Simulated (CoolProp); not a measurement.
Vapour-liquid equilibrium of carbon dioxide (1) + isobutane (2) at 264.6 K; x and y are mole fractions of (1).

Model: multi-fluid Helmholtz-energy mixture model, Span 1996 and Bücker 2006; pair parameters Kunz 2012, in CoolProp.

```
x     bubble pressure (MPa)  y at the bubble point  dew pressure at overall composition x (MPa)  liquid density (mol/L)
----  ---------------------  ---------------------  -------------------------------------------  ----------------------
0.05                 0.3015                  0.617                                       0.1208                   10.36
0.2                  0.8606                  0.868                                       0.1439                   11.12
0.35                  1.331                  0.918                                       0.1774                   12.13
0.5                   1.687                  0.939                                       0.2308                   13.46
0.65                  1.973                  0.953                                       0.3293                   15.21
0.8                   2.260                  0.968                                       0.5728                   17.55
0.95                  2.614                  0.989                                        1.912                   20.80
```

No azeotrope shows between x = 0.05 and 0.95.

Pair parameters are fitted to limited data, so mixtures are less certain than the pure fluids. The gap from Raoult's law changes sign with composition, which may be real or a fault of the pair parameters; it wasn't checked against measurements.
